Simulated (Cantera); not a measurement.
Input: 1 mol (CH3)2SiCl2, 0.092 mol C2H2, 150 mol H2, 0.015 mol CH4, equilibrated at 33000 Pa.

Cantera equilibrium calculation (NASA polynomials, part measured and part estimated; ideal gas, pure solids and liquids). Candidate condensed phases: C, C6H6, C7H8, C8H18, Si, SiC; 109 gas species. The feed counts by its element totals alone. Gases not in the tables: Si2H6 and higher silanes. Equilibrium is a limit: real reactors are often held back by kinetics, nucleation or transport.

Problem. At 1850 °C, list the 7 most abundant gas species with their mole fractions, and the condensed phases.

Solution. H2 0.979, HCl 0.0128, H 0.00618, C2H2 (acetylene) 0.00162, CH4 9.88e-5, Cl 5.93e-5, Si 4.33e-5. Condensed: C(graphite) + SiC(s).
